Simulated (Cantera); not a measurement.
**Adiabatic ignition**

An adiabatic, constant-pressure homogeneous reactor starts with 12.0 % CH4, 18.5 % O2, 69.5 % N2, equivalence ratio 1.3, at 1100 K and 1.20 bar.

Cantera simulation using GRI-Mech 3.0 (53 species, 325 reactions); the numbers are that mechanism's predictions, not measurements.

| t (s) | T (K) | x CH4 | x O2 | x NO | x C2H4 | x H | x O |
|---|---|---|---|---|---|---|---|
| 2.00e-6 | 1100 | 0.120 | 0.185 | <1e-12 | <1e-12 | <1e-12 | <1e-12 |
| 5.40e-6 | 1100 | 0.120 | 0.185 | <1e-12 | <1e-12 | <1e-12 | <1e-12 |
| 1.46e-5 | 1100 | 0.120 | 0.185 | <1e-12 | <1e-12 | <1e-12 | <1e-12 |
| 3.94e-5 | 1100 | 0.120 | 0.185 | <1e-12 | <1e-12 | <1e-12 | <1e-12 |
| 0.000106 | 1100 | 0.120 | 0.185 | <1e-12 | <1e-12 | 1.64e-12 | 1.46e-12 |
| 0.000287 | 1100 | 0.120 | 0.185 | <1e-12 | <1e-12 | 4.27e-12 | 4.10e-12 |
| 0.000775 | 1100 | 0.120 | 0.185 | <1e-12 | 7.44e-12 | 1.53e-11 | 1.33e-11 |
| 0.00209 | 1100 | 0.120 | 0.185 | <1e-12 | 2.68e-10 | 7.83e-11 | 5.55e-11 |
| 0.00565 | 1100 | 0.120 | 0.185 | <1e-12 | 1.01e-8 | 2.76e-10 | 1.84e-10 |
| 0.0152 | 1100 | 0.120 | 0.185 | <1e-12 | 9.06e-8 | 4.22e-10 | 2.49e-10 |
| 0.0412 | 1101 | 0.120 | 0.185 | <1e-12 | 5.84e-7 | 9.47e-10 | 4.11e-10 |
| 0.111 | 1104 | 0.119 | 0.184 | <1e-12 | 9.36e-6 | 5.51e-9 | 1.54e-9 |
| 0.300 | 2579 | <1e-12 | 0.00117 | 0.00179 | <1e-12 | 0.00656 | 0.000663 |
x: mole fraction; the columns are a selection and need not sum to one.

```json
{
 "time_of_steepest_temperature_rise": "0.201 s",
 "temperature at 0.300 s": "2579 K",
 "equilibrium_temperature": "2579 K",
 "x(CH4) at 0.300 s": "<1e-12 (gas-phase equilibrium <1e-12)",
 "x(O2) at 0.300 s": "0.00117 (gas-phase equilibrium 0.00117)",
 "x(NO) at 0.300 s": "0.00179 (gas-phase equilibrium 0.00179)"
}
```
